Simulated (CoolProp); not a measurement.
Aqueous magnesium chloride as a coolant, at -1 °C, 1 atm.

Values from CoolProp's Melinder's fits for secondary coolants.

```
mass %  freezing point (°C)  viscosity (mPa s)  cp (kJ/(kg K))  Prandtl number  conductivity (W/(m K))
------  -------------------  -----------------  --------------  --------------  ----------------------
5.3                    -3.2               2.31           3.855            16.2                   0.550
7.8                    -5.5               2.56      (withheld)            17.4                   0.544
10.3                   -8.7               2.95           3.554            19.5                   0.538
12.8                  -12.7               3.40           3.413      (withheld)                   0.531
15.3                  -17.4               3.82           3.280      (withheld)              (withheld)
17.8                  -22.9               4.27           3.155            26.0              (withheld)
20.3             (withheld)               5.33           3.038            31.7                   0.511
22.8                  -38.7               9.58           2.930            56.0              (withheld)
```

### Question
Fill in the missing entries.

### Answer

- 7.8, cp (kJ/(kg K)): 3.701
- 12.8, Prandtl number: 21.8
- 15.3, Prandtl number: 23.9
- 15.3, conductivity (W/(m K)): 0.525
- 17.8, conductivity (W/(m K)): 0.518
- 20.3, freezing point (°C): -29.6
- 22.8, conductivity (W/(m K)): 0.501
